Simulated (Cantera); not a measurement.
Input: 1 mol Si3N4, 6.4 mol HCl, 1.1 mol N2, held at 1898 K and 12.0 Pa.

Cantera equilibrium calculation (NASA polynomials, part measured and part estimated; ideal gas, pure solids and liquids). The tables' values for SiCl, SiCl3, SiN are old estimates; treat these amounts as uncertain. Kinetics and transport are ignored.

```
species          before     after
-------------  --------  --------
HCl               0.161     0.279
N2                0.295     0.273
H2                0.208     0.226
Si               0.0634   7.28e-7
H                0.0325  0.000149
SiCl             0.0122   1.09e-5
Cl               0.0190  0.000152
SiCl2             0.208     0.211
Si2            0.000314     <1e-9
Si2N           0.000114   2.60e-9
Si3             4.38e-5     <1e-9
SiN            0.000127   9.58e-9
SiH            0.000276   2.14e-8
SiCl4           4.74e-7   0.00145
Si3N4(s), mol         0     0.356
```
Gas species are given as mole fractions.

Task: What was changed between the two runs?
(A) temperature from 1898 K to 1375 K
(B) temperature from 1898 K to 1348.15 K
(C) temperature from 1898 K to 1348 K
(D) HCl from 6.4 to 4.2 mol

Result: A, temperature from 1898 K to 1375 K. The tables' values for SiCl3, SiCl are old estimates; treat these amounts as uncertain
